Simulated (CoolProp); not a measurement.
R1234yf along the isobar 1.21 MPa: fugacity coefficient from the reference equation and from simpler models built on Tc = 367.8 K, pc = 3.384 MPa, ω = 0.276; each cubic takes its own stable root.

The numbers come from the reference Helmholtz-energy equation of state, Lemmon 2022 in CoolProp.

```
T (K)   phase  reference  Redlich-Kwong  Peng-Robinson
-----  ------  ---------  -------------  -------------
186.2  liquid   0.002742       0.007991       0.002859
208.6  liquid    0.01375        0.03237        0.01398
230.9  liquid    0.04709        0.09221        0.04740
253.3  liquid     0.1239         0.2070         0.1244
275.7  liquid     0.2667         0.3890         0.2680
298.1  liquid     0.4925         0.6393         0.4951
342.9     gas     0.8423         0.8538         0.8368
365.2     gas     0.8735         0.8781         0.8658
387.6     gas     0.8973         0.8975         0.8891
410       gas     0.9159         0.9132         0.9078
```
